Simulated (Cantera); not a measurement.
Input: 1 mol SiO2, 11 mol F2, 0.76 mol H2, held at 2.20 Pa.

These are equilibrium values from Cantera (NASA tables, ideal gas, pure condensed phases), not measurements of a reactor. Candidate condensed phases: H2O, Si, SiO2; 38 gas species. Kinetics and transport are ignored.

log p: log10 of the partial pressure in bar; nothing condenses.

```tsv
T (K)	log p F	log p HF	log p O2	log p SiF4	log p F2	log p O
948	-4.74	-5.77	-5.96	-5.96	-7.00	-13.51
1048	-4.74	-5.78	-5.96	-5.96	-7.86	-12.18
1148	-4.74	-5.78	-5.96	-5.96	-8.58	-11.08
1248	-4.74	-5.78	-5.96	-5.96	-9.18	-10.16
1348	-4.74	-5.78	-5.96	-5.96	-9.70	-9.37
1448	-4.74	-5.78	-5.96	-5.96	(withheld)	(withheld)
1548	-4.74	-5.78	-5.96	-5.96	(withheld)	(withheld)
1648	-4.74	-5.78	-5.96	-5.96	-10.88	-7.58
```

Question: Some entries are withheld; supply them.

Answer: 
- 1548, log p F2: -10.54
- 1548, log p O: -8.10
- 1448, log p F2: -10.15
- 1448, log p O: -8.69
